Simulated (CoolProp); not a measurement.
Vapour-liquid equilibrium of ethanol (1) + p-xylene (2) at 1.06 MPa; x and y are mole fractions of (1).

Values from CoolProp's multi-fluid Helmholtz-energy mixture model, Schroeder 2014 and Zhou 2012; pair parameters Bell 2016.

Problem. Give the bubble temperature and the first vapour's composition at x = 0.05, 0.65, 0.8. Is there an azeotrope?

Solution. x = 0.05: 223.0 °C, y = 0.375; x = 0.65: 163.1 °C, y = 0.866; x = 0.8: 158.7 °C, y = 0.916. No azeotrope shows between x = 0.05 and 0.95.

The pair parameters rest on a limited set of measurements; away from them the model extrapolates. With so large a gap from Raoult's law the liquid may split in two, which this calculation doesn't test in full.
